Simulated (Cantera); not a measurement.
Feed: 1 mol c-C₄F₈, 0.019 mol Si, a varied amount of H₂, equilibrated at 1.40 mbar.

Points: T (K) = 1023, 1173, 1323, 1473, 1623, 1773, 1923, 2073, 2223, 2373; n(H2) (mol) = 0.85, 1.1, 1.4, 1.7, 1.9, 2.2, 2.5, 2.8, 3, 3.3, 3.6, 3.8.

Cantera's Mixture.equilibrate('TP', solver="vcs", rtol=1e-11, max_steps=5000) on the NASA tables stopped like this:

```
ERROR: FAILURE its = 5001!

*******************************************************************************
CanteraError thrown by MultiPhase::equilibrate:
VCS solver failed. Return code: -1
*******************************************************************************
```

### Question
What got this run through?

### Answer
One answer among several that fit: The failure is numerical, not chemical. The same input converged with solver="gibbs", rtol=1e-10, max_steps=50000, and the result passed a check of the equilibrium conditions:
```
   1023       0.85  C(gr)
   1023        1.1  C(gr)
   1023        1.4  C(gr)
   1023        1.7  C(gr)
   1023        1.9  C(gr)
   1023        2.2  C(gr)
   1023        2.5  C(gr)
   1023        2.8  C(gr)
   1023          3  C(gr)
   1023        3.3  C(gr)
   1023        3.6  C(gr)
   1023        3.8  C(gr)
   1173       0.85  C(gr)
   1173        1.1  C(gr)
   1173        1.4  C(gr)
   1173        1.7  C(gr)
   1173        1.9  C(gr)
   1173        2.2  C(gr)
   1173        2.5  C(gr)
   1173        2.8  C(gr)
   1173          3  C(gr)
   1173        3.3  C(gr)
   1173        3.6  C(gr)
   1173        3.8  C(gr)
   1323       0.85  C(gr)
   1323        1.1  C(gr)
   1323        1.4  C(gr)
   1323        1.7  C(gr)
   1323        1.9  C(gr)
   1323        2.2  C(gr)
   1323        2.5  C(gr)
   1323        2.8  C(gr)
   1323          3  C(gr)
   1323        3.3  C(gr)
   1323        3.6  C(gr)
   1323        3.8  C(gr)
   1473       0.85  C(gr)
   1473        1.1  C(gr)
   1473        1.4  C(gr)
   1473        1.7  C(gr)
   1473        1.9  C(gr)
   1473        2.2  C(gr)
   1473        2.5  C(gr)
   1473        2.8  C(gr)
   1473          3  C(gr)
   1473        3.3  C(gr)
   1473        3.6  C(gr)
   1473        3.8  C(gr)
   1623       0.85  C(gr)
   1623        1.1  C(gr)
   1623        1.4  C(gr)
   1623        1.7  C(gr)
   1623        1.9  C(gr)
   1623        2.2  C(gr)
   1623        2.5  C(gr)
   1623        2.8  C(gr)
   1623          3  C(gr)
   1623        3.3  C(gr)
   1623        3.6  C(gr)
   1623        3.8  C(gr)
   1773       0.85  C(gr)
   1773        1.1  C(gr)
   1773        1.4  C(gr)
   1773        1.7  C(gr)
   1773        1.9  C(gr)
   1773        2.2  C(gr)
   1773        2.5  C(gr)
   1773        2.8  C(gr)
   1773          3  C(gr)
   1773        3.3  C(gr)
   1773        3.6  C(gr)
   1773        3.8  C(gr)
   1923       0.85  C(gr)
   1923        1.1  C(gr)
   1923        1.4  C(gr)
   1923        1.7  C(gr)
   1923        1.9  C(gr)
   1923        2.2  C(gr)
   1923        2.5  C(gr)
   1923        2.8  C(gr)
   1923          3  C(gr)
   1923        3.3  C(gr)
   1923        3.6  C(gr)
   1923        3.8  C(gr)
   2073       0.85  C(gr)
   2073        1.1  C(gr)
   2073        1.4  C(gr)
   2073        1.7  C(gr)
   2073        1.9  C(gr)
   2073        2.2  C(gr)
   2073        2.5  C(gr)
   2073        2.8  C(gr)
   2073          3  C(gr)
   2073        3.3  C(gr)
   2073        3.6  C(gr)
   2073        3.8  C(gr)
   2223       0.85  C(gr)
   2223        1.1  C(gr)
   2223        1.4  C(gr)
   2223        1.7  C(gr)
   2223        1.9  C(gr)
   2223        2.2  C(gr)
   2223        2.5  C(gr)
   2223        2.8  C(gr)
   2223          3  C(gr)
   2223        3.3  C(gr)
   2223        3.6  C(gr)
   2223        3.8  C(gr)
   2373       0.85  C(gr)
   2373        1.1  C(gr)
   2373        1.4  C(gr)
   2373        1.7  C(gr)
   2373        1.9  C(gr)
   2373        2.2  C(gr)
   2373        2.5  C(gr)
   2373        2.8  C(gr)
   2373          3  C(gr)
   2373        3.3  C(gr)
   2373        3.6  C(gr)
   2373        3.8  C(gr)
```

The gas is ideal and each condensed phase is pure. The feed counts by its element totals alone. The tables' values for SiF2, SiF3 are old estimates.
